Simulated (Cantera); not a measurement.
An isothermal plug-flow reactor at 898 K and 0.266 atm (inlet), inlet velocity 2.3 m/s, active area per volume 150 1/m; feed 0.278 % H2, 18.5 % O2, 81.2 % N2, equivalence ratio 0.0075.

Model: Deutschmann's 1995 Pt surface mechanism with GRI-Mech 3.0 gas chemistry, integrated in Cantera. Catalytic surfaces can have several steady states; this one follows from the mechanism file's or the stated starting coverage. Mass transfer to the wall is taken as infinitely fast.

### Question
Predict: x(H2) at z = 0.022 m; x(O2) at z = 0.022 m; x(H2O) at z = 0.022 m; θ(free Pt) at the exit; θ(O*) at the exit.

### Answer
x(H2) at z = 0.022 m: 3.84e-6
x(O2) at z = 0.022 m: 0.184
x(H2O) at z = 0.022 m: 0.00278
θ(free Pt) at the exit: 0.125
θ(O*) at the exit: 0.874
